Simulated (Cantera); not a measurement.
An adiabatic, constant-pressure homogeneous reactor starts with C3H8 : O2 : N2 = 1 : 5.49 : 14.8 (molar parts), equivalence ratio 0.91, at 1600 K and 6.80 bar. Integrator tolerance rtol = 1e-08.

Model: GRI-Mech 3.0 (53 species, 325 reactions), integrated in Cantera. GRI-Mech 3.0 was tuned for natural gas; its chemistry of propane as a main component is partial and can be far from experiment. Above 3000 K some thermodynamic fits are extrapolated.

Q: What does this change do: pressure from 6.80 bar to 26.0 bar?

A: 
```csv
quantity,before,after
time of steepest temperature rise,8.61 µs,3.84 µs
temperature at 0.200 s,3031 K,3144 K
equilibrium temperature,3031 K,3144 K
x(C3H8) at 0.200 s,<1e-12 (gas-phase equilibrium <1e-12),<1e-12 (gas-phase equilibrium <1e-12)
x(O2) at 0.200 s,0.0365 (gas-phase equilibrium 0.0365),0.0328 (gas-phase equilibrium 0.0328)
x(NO) at 0.200 s,0.0184 (gas-phase equilibrium 0.0184),0.0199 (gas-phase equilibrium 0.0199)
x(C2H4) at 0.200 s,<1e-12 (gas-phase equilibrium <1e-12),<1e-12 (gas-phase equilibrium <1e-12)
x(H) at 0.200 s,0.00791 (gas-phase equilibrium 0.00791),0.00506 (gas-phase equilibrium 0.00506)
```
The pressure lies above the range GRI-Mech 3.0 was tuned for (to about 10 atm).
